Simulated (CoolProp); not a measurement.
Vapour-liquid equilibrium of R143a (1) + R236FA (2) at 262.9 K; x and y are mole fractions of (1).

Model: multi-fluid Helmholtz-energy mixture model, Lemmon and Jacobsen 2000 and Pan 2012; pair parameters Bell 2016, in CoolProp.

```tsv
x	bubble pressure (kPa)	y at the bubble point	dew pressure at overall composition x (kPa)	liquid density (mol/L)
0.05	84.75	0.216	72.37	9.815
0.125	108.7	0.430	77.48	10.01
0.2	133.6	0.571	83.35	10.21
0.275	159.5	0.671	90.20	10.41
0.35	186.2	0.745	98.28	10.62
0.425	213.7	0.801	108.0	10.83
0.5	241.9	0.846	119.7	11.05
0.575	270.8	0.882	134.4	11.27
0.65	300.3	0.911	153.2	11.50
0.725	330.3	0.936	178.2	11.73
0.8	360.9	0.957	213.0	11.96
0.875	391.8	0.975	264.8	12.20
0.95	423.3	0.991	350.0	12.43
```

No azeotrope shows between x = 0.05 and 0.95.

The pair parameters rest on a limited set of measurements; away from them the model extrapolates.
